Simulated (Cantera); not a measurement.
A closed system holds: 1 mol Ti(OiPr)₄, 0.69 mol H₂O, 2.2 mol H₂, held at 750 Torr.

Method: chemical equilibrium by Gibbs-energy minimisation in Cantera with the NASA 1993 tables (ideal gas, pure condensed phases). Candidate condensed phases: C, C₆H₆, C₇H₈, C₈H₁₈, H₂O, Ti, TiC, TiO, TiO₂, Ti₂O₃, Ti₃O₅, Ti₄O₇; 113 gas species. The feed counts by its element totals alone. TiC: taken at fixed stoichiometry. The numbers say what is thermodynamically allowed, not how fast it happens.

Q: At 1923 K, list the 6 most abundant gas species with their mole fractions, and the condensed phases.

A: H₂ 0.781, CO 0.217, H 0.000833, C₂H₂ (acetylene) 0.000353, CH₄ 0.000321, H₂O 2.74e-5. Condensed: C(graphite) + TiC(s).
